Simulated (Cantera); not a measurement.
**Premixed flame**

A freely propagating, adiabatic, planar premixed flame of CH3OH : O2 : N2 = 1 : 1.81 : 7.77 (molar parts), equivalence ratio 0.83, unburnt at 475 K and 0.140 bar; multicomponent transport, grid criteria slope 0.08 and curve 0.16, no radiation.

Computed with Cantera and GRI-Mech 3.0 (53 species, 325 reactions). GRI-Mech 3.0 was tuned for natural gas; its chemistry of methanol as a main component is partial and can be far from experiment. Burning velocities carry a grid error of a few per cent, more on coarse grids.

```
z (mm)  T (K)  u (m/s)  x CH3OH    x O2   x C2H4     x H2     x HO2    x H2O2
------  -----  -------  -------  ------  -------  -------  --------  --------
-6.67     475    0.773   0.0944   0.171    <1e-8  0.00120   1.44e-7   3.08e-7
-4.45     477    0.778   0.0942   0.170    <1e-8  0.00323   1.91e-6   4.09e-6
-3.34     486    0.795   0.0937   0.169    <1e-8  0.00560   9.86e-6   2.08e-5
-2.22     547    0.900   0.0908   0.164  1.40e-8  0.00995   7.46e-5  0.000140
-1.11     859     1.45   0.0692   0.138  1.27e-7   0.0166  0.000648  0.000780
-0.556   1190     2.05   0.0388   0.110  3.04e-7   0.0201   0.00175   0.00119
0        1547     2.73  0.00554  0.0770  5.05e-7   0.0206   0.00140  0.000171
0.556    1653     2.93  5.15e-5  0.0578  7.17e-8   0.0142   3.25e-5   3.00e-7
1.11     1677     2.96  1.25e-7  0.0486    <1e-8   0.0108   3.08e-6   1.52e-7
2.22     1709     3.00    <1e-8  0.0423    <1e-8   0.0101   2.53e-6   1.45e-7
4.45     1750     3.05    <1e-8  0.0393    <1e-8   0.0100   2.18e-6   1.20e-7
8.90     1803     3.14    <1e-8  0.0374    <1e-8  0.00903   1.83e-6   9.10e-8
17.8     1867     3.23    <1e-8  0.0354    <1e-8  0.00732   1.42e-6   6.40e-8
```
x: mole fraction of selected species; z is measured from the peak of heat release.

```yaml
laminar_burning_velocity: 77.1 cm/s
thermal_thickness: 2.22 mm
peak x(C2H4): 5.12e-7
peak x(H2): 0.0213
peak x(HO2): 0.00223
peak x(H2O2): 0.00119
```
